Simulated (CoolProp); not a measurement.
A single-stage vapour-compression cycle with R21: evaporating at 309.15 K (dew point), condensing at 378.15 K (bubble point), superheat 8 K, subcooling 2 K, compressor efficiency 0.6, no pressure losses. Each further row changes one setting.

Model: reference Helmholtz-energy equation of state, Platzer 1990, in CoolProp. This equation is an older, rougher fit; its heat capacities, sound speeds and derivatives of the liquid may be far off and weren't checked against measurements.

```tsv
case	cooling COP	pressure ratio	discharge temperature (K)	refrigerating effect (kJ/kg)	volumetric capacity (kJ/m³)
as stated	___	5.64	442.6	154	1670
evaporating temperature 314.15 K	2.29	4.83	___	156	___
condensing temperature 373.15 K	___	___	434.8	160	1730
subcooling 7 K	2.13	5.64	442.6	160	1730
superheat 18 K	2.06	5.64	___	160	1680
compressor efficiency 0.5	___	5.64	461.3	154	1670
```

Task: Some entries are withheld; supply them.

Result: 
- as stated, cooling COP: 2.05
- evaporating temperature 314.15 K, discharge temperature (K): 437.1
- evaporating temperature 314.15 K, volumetric capacity (kJ/m³): 1960
- condensing temperature 373.15 K, cooling COP: 2.27
- condensing temperature 373.15 K, pressure ratio: 5.09
- superheat 18 K, discharge temperature (K): 454.7
- compressor efficiency 0.5, cooling COP: 1.71
